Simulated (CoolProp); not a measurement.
Aqueous magnesium chloride as a coolant, 18 % by mass, freezing at -23.4 °C, 1 atm.

Computed with CoolProp (Melinder's fits for secondary coolants).

| T (°C) | conductivity (W/(m K)) | viscosity (mPa s) | cp (kJ/(kg K)) | density (kg/m³) |
|---|---|---|---|---|
| -5 | (withheld) | 4.94 | 3.134 | 1164 |
| -1.6 | 0.517 | 4.40 | 3.143 | (withheld) |
| 1.7 | 0.523 | 3.95 | 3.152 | 1162 |
| 5 | (withheld) | 3.56 | 3.161 | 1161 |
| 8.3 | 0.534 | (withheld) | 3.170 | 1160 |
| 11.7 | 0.540 | 2.89 | (withheld) | 1159 |
| 15 | 0.545 | 2.61 | 3.188 | 1158 |
| 18.3 | 0.551 | 2.37 | 3.197 | 1156 |
| 21.6 | 0.557 | 2.15 | 3.205 | (withheld) |
| 25 | 0.562 | 1.94 | 3.215 | 1154 |
| 28.3 | 0.568 | (withheld) | 3.223 | 1152 |
| 31.6 | 0.573 | 1.60 | 3.232 | 1151 |

Fill in the missing entries.


- -5, conductivity (W/(m K)): 0.511
- -1.6, density (kg/m³): 1163
- 5, conductivity (W/(m K)): 0.528
- 8.3, viscosity (mPa s): 3.21
- 11.7, cp (kJ/(kg K)): 3.179
- 21.6, density (kg/m³): 1155
- 28.3, viscosity (mPa s): 1.77
